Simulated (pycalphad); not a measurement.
CALPHAD calculation (pycalphad, COST 507 light-alloy database (1999)), 1 atm. These are 1990s assessments: newer ones move some temperatures and phases. Amounts are mole fractions of atoms.

Task: Give the equilibrium state of Si-16.2C (at.%) at 1200 K.

Result: diamond (Si), fraction 0.676, with <0.01 C at.%; CSI, fraction 0.324, with 50.0 C at.%.

Task: Give the equilibrium state of Si-16.2C (at.%) at 1875 K.

Result: liquid, fraction 0.676, with 0.02 C at.%; CSI, fraction 0.324, with 50.0 C at.%.

Database names, with the compositions (at.%) that they take in these runs: CSI: Si 50 C 50.
